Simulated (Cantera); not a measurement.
A Cantera script and what it prints.

```python
import numpy as np
import cantera as ct

gas_names = """
    H H2 N NH NH2 NH3 N2 N2H2 N2H4 Si SiH SiH2 SiH3 SiH4 SiN Si2 Si2N Si3
""".split()
cond_names = """
    Si(cr) Si(L) Si3N4(a)
""".split()


# ... load() reads the species with a 1 bar reference pressure and builds the phases ...
atoms = {
    'trisilylamine': {'Si': 3, 'N': 1, 'H': 9},
    'NH3': {'N': 1, 'H': 3},
    'H2': {'H': 2},
}
top_T = {'Si3N4(a)': 2400}  # K; cautious upper limits of use, not melting points


# ... equilibrate(T, P, feed) seeds the gas with the atoms and calls Mixture.equilibrate('TP', solver="vcs", rtol=1e-11, max_steps=5000) ...
results = []
feed = {'trisilylamine': 1, 'NH3': 1.1, 'H2': 57}  # mol
P = 100  # Pa
for T in [748, 848, 948, 1048, 1148, 1248, 1348, 1448, 1548, 1648, 1748, 1848, 1948, 2048]:
    mix = equilibrate(T, P, feed)
    results.append((T, P, feed, dict(zip(mix.species_names, mix.species_moles))))

top = {s: max(r[3][s] / sum(r[3][g] for g in gas_names) for r in results) for s in gas_names}
cols = sorted((s for s in top if top[s] > 1e-05), key=lambda s: -top[s])[:8]
seen = [c for c in cond_names if any(r[3].get(c, 0) > 1e-12 for r in results)]
print("log10 of partial pressures in bar; condensed amounts in mol")
print(f"{'T/K':>10s}" + "".join(f"{s[:9]:>10s}" for s in cols + seen))
for T, P, feed, n in results:
    ng = sum(n[g] for g in gas_names)
    print(f"{T:10.4g}" + "".join(f"{np.log10(max(n[s] / ng * P / 1e5, 1e-99)):10.3f}" for s in cols)
          + "".join(f"{n.get(c, 0):10.4g}" for c in seen))
```

It prints:

```
log10 of partial pressures in bar; condensed amounts in mol
       T/K        H2         H        Si        N2       SiH       Si2      SiH2       Si3    Si(cr)     Si(L)  Si3N4(a)
       748    -3.000   -14.041   -23.644   -17.364   -21.964   -31.291   -17.281   -33.517     1.425         0     0.525
       848    -3.000   -12.221   -19.948   -14.284   -18.892   -26.469   -15.290   -28.328     1.425         0     0.525
       948    -3.000   -10.780   -17.035   -11.856   -16.474   -22.669   -13.720   -24.245     1.425         0     0.525
      1048    -3.000    -9.612   -14.680    -9.895   -14.521   -19.599   -12.450   -20.950     1.425         0     0.525
      1148    -3.000    -8.645   -12.739    -8.278   -12.911   -17.069   -11.401   -18.237     1.425         0    0.5248
      1248    -3.000    -7.831   -11.110    -6.924   -11.563   -14.948   -10.521   -15.967     1.436         0    0.5212
      1348    -3.001    -7.136    -9.726    -5.773   -10.417   -13.145    -9.772   -14.039     1.585         0    0.4717
      1448    -3.007    -6.539    -8.534    -4.786    -9.435   -11.594    -9.133   -12.384         3         0         0
      1548    -3.008    -6.015    -7.498    -4.787    -8.579   -10.247    -8.572   -10.948     2.998         0         0
      1648    -3.009    -5.555    -6.589    -4.787    -7.829    -9.066    -8.080    -9.691     2.982         0         0
      1748    -3.011    -5.147    -5.837    -4.789    -7.218    -8.126    -7.699    -8.737         0     2.899         0
      1848    -3.017    -4.784    -5.203    -4.793    -6.713    -7.360    -7.398    -7.995         0     2.566         0
      1948    -3.033    -4.464    -4.634    -4.805    -6.265    -6.674    -7.139    -7.332         0     1.359         0
      2048    -3.058    -4.179    -4.380    -4.821    -6.125    -6.574    -7.174    -7.512         0         0         0
```

Equilibrium computed with Cantera from the NASA thermochemical tables; the gas is ideal and each condensed phase is pure. The feed counts by its element totals alone. Mutual solubility and eutectic melting of coexisting phases are not modelled. The tables' values for SiN are old estimates; treat these amounts as uncertain. Gases not in the tables: Si2H6 and higher silanes.
